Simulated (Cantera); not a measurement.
An adiabatic, constant-pressure homogeneous reactor starts with CH4 : O2 : N2 = 1 : 2.82 : 10.6 (molar parts), equivalence ratio 0.71, at 1325 K and 1000000 Pa. Integrator tolerance rtol = 1e-08.

Detailed kinetics in Cantera: GRI-Mech 3.0 (53 species, 325 reactions).

**Question.** What does this change do: initial temperature 1325 to 1725 K?

**Answer.** 
| quantity | before | after |
|---|---|---|
| time of steepest temperature rise | 0.955 ms | 26.1 µs |
| temperature at 0.300 s | 2599 K | 2835 K |
| equilibrium temperature | 2599 K | 2835 K |
| x(CH4) at 0.300 s | <1e-12 (gas-phase equilibrium <1e-12) | <1e-12 (gas-phase equilibrium <1e-12) |
| x(O2) at 0.300 s | 0.0507 (gas-phase equilibrium 0.0507) | 0.0501 (gas-phase equilibrium 0.0501) |
| x(NO) at 0.300 s | 0.0128 (gas-phase equilibrium 0.0128) | 0.0180 (gas-phase equilibrium 0.0180) |
| x(CH2) at 0.300 s | <1e-12 (gas-phase equilibrium <1e-12) | <1e-12 (gas-phase equilibrium <1e-12) |
| x(NO2) at 0.300 s | 1.60e-5 (gas-phase equilibrium 1.60e-5) | 1.82e-5 (gas-phase equilibrium 1.82e-5) |
| x(CO) at 0.300 s | 0.00546 (gas-phase equilibrium 0.00546) | 0.0136 (gas-phase equilibrium 0.0136) |
